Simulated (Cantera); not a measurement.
Cantera with NASA thermochemical tables; ideal gases at 1 bar, condensed phases pure. Values are per mole of reaction as written; species without (g) are pure solids or liquids, kept so even where they would boil at 1 bar. TiC: taken at fixed stoichiometry.

5 Ti4O7 + TiC → 7 Ti3O5 + C

| T (K) | ΔH° (kJ) | ΔS° (J/K) | ΔG° (kJ) | log10 K |
|---|---|---|---|---|
| 300 | -7.4 | -106.7 | 24.7 | -4.29 |
| 1100 | 58.1 | 70.1 | -18.9 | 0.90 |
| 1150 | 57.3 | 69.4 | -22.4 | 1.02 |
| 1200 | 57.1 | 69.1 | -25.9 | 1.13 |
| 1250 | 57.3 | 69.3 | -29.3 | 1.23 |
| 1300 | [?] | [?] | [?] | [?] |
| 1350 | [?] | [?] | [?] | [?] |
| 1400 | 61.4 | 72.4 | -39.9 | 1.49 |
| 1450 | 63.9 | 74.1 | -43.6 | 1.57 |
| 1500 | 67.0 | 76.2 | -47.3 | 1.65 |
| 1550 | 70.7 | 78.7 | -51.2 | 1.73 |
| 1600 | [?] | [?] | [?] | [?] |

Question: Some entries are withheld; supply them.

Answer: 
- 1300, ΔH° (kJ): 58.1
- 1300, ΔS° (J/K): 69.9
- 1300, ΔG° (kJ): -32.8
- 1300, log10 K: 1.32
- 1350, ΔH° (kJ): 59.5
- 1350, ΔS° (J/K): 71.0
- 1350, ΔG° (kJ): -36.3
- 1350, log10 K: 1.41
- 1600, ΔH° (kJ): 75.1
- 1600, ΔS° (J/K): 81.4
- 1600, ΔG° (kJ): -55.2
- 1600, log10 K: 1.80
